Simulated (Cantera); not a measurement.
A Cantera script and its output.

```python
import numpy as np
import cantera as ct

gas = ct.Solution("gri30.yaml")
gas.TPX = 1600, 100000, {'CH4': 1, 'O2': 1.43, 'N2': 5.37, 'H2O': 1.9}
reactor = ct.IdealGasConstPressureReactor(gas, energy="on", clone=False)
net = ct.ReactorNet([reactor])
net.rtol, net.atol = 1e-08, 1e-16
show = ['CH4', 'O2', 'H2O', 'OH', 'HCO', 'C2H4']
times = np.geomspace(7e-06, 2, 14)

steps = ct.SolutionArray(gas, extra=["t"])
rows = []
print(f"{'t/s':>10s}{'T/K':>9s}{'P/Pa':>11s}" + "".join(f"{s:>11s}" for s in show))
for t in times:
    while net.time < t:
        t_next = net.step()
        steps.append(gas.state, t=t_next)
    rows.append([np.interp(t, steps.t, y) for y in (steps.T, steps.P, *steps(*show).X.T)])
    print(f"{t:10.3e}{rows[-1][0]:9.1f}{rows[-1][1]:11.4g}" + "".join(f"{x:11.3e}" for x in rows[-1][2:]))
rate = np.gradient(steps.T, steps.t)
print("integrator steps:", len(steps.t))
if steps.T.max() > steps.T[0] + 200:
    print(f"time of steepest temperature rise: {steps.t[rate.argmax()]:.4e} s")
gas.TPX = 1600, 100000, {'CH4': 1, 'O2': 1.43, 'N2': 5.37, 'H2O': 1.9}
gas.equilibrate("HP")
print(f"equilibrium (HP): T = {gas.T:.1f} K  " + "  ".join(f"{s} {gas[s].X[0]:.3e}" for s in show))
```

It prints:

```
       t/s      T/K       P/Pa        CH4         O2        H2O         OH        HCO       C2H4
 7.000e-06   1600.0      1e+05  1.031e-01  1.474e-01  1.959e-01  1.317e-07  3.747e-12  4.098e-10
 1.840e-05   1599.9      1e+05  1.031e-01  1.474e-01  1.959e-01  2.658e-07  3.719e-11  1.113e-08
 4.836e-05   1599.8      1e+05  1.030e-01  1.474e-01  1.959e-01  6.331e-07  4.843e-10  3.080e-07
 1.271e-04   1599.9      1e+05  1.027e-01  1.472e-01  1.961e-01  1.734e-06  8.137e-09  8.397e-06
 3.341e-04   1605.5      1e+05  1.001e-01  1.460e-01  1.974e-01  5.576e-06  1.377e-07  1.936e-04
 8.781e-04   2509.0      1e+05  3.486e-14  4.070e-03  2.936e-01  1.410e-02  9.505e-08  4.647e-22
 2.308e-03   2594.8      1e+05  8.632e-14  2.110e-03  3.032e-01  1.063e-02  6.333e-08  1.290e-21
 6.066e-03   2591.7      1e+05  8.945e-14  2.021e-03  3.029e-01  1.041e-02  6.314e-08  1.349e-21
 1.594e-02   2589.0      1e+05  9.211e-14  1.950e-03  3.026e-01  1.024e-02  6.299e-08  1.399e-21
 4.191e-02   2588.7      1e+05  9.241e-14  1.942e-03  3.026e-01  1.022e-02  6.297e-08  1.405e-21
 1.101e-01   2588.7      1e+05  9.241e-14  1.942e-03  3.026e-01  1.022e-02  6.297e-08  1.405e-21
 2.895e-01   2588.7      1e+05  9.241e-14  1.942e-03  3.026e-01  1.022e-02  6.297e-08  1.405e-21
 7.609e-01   2588.7      1e+05  9.241e-14  1.942e-03  3.026e-01  1.022e-02  6.297e-08  1.405e-21
 2.000e+00   2588.7      1e+05  9.241e-14  1.942e-03  3.026e-01  1.022e-02  6.297e-08  1.405e-21
integrator steps: 1811
time of steepest temperature rise: 7.3601e-04 s
equilibrium (HP): T = 2588.7 K  CH4 1.104e-13  O2 1.942e-03  H2O 3.026e-01  OH 1.022e-02  HCO 6.297e-08  C2H4 1.537e-21
```

Detailed kinetics in Cantera: GRI-Mech 3.0 (53 species, 325 reactions).
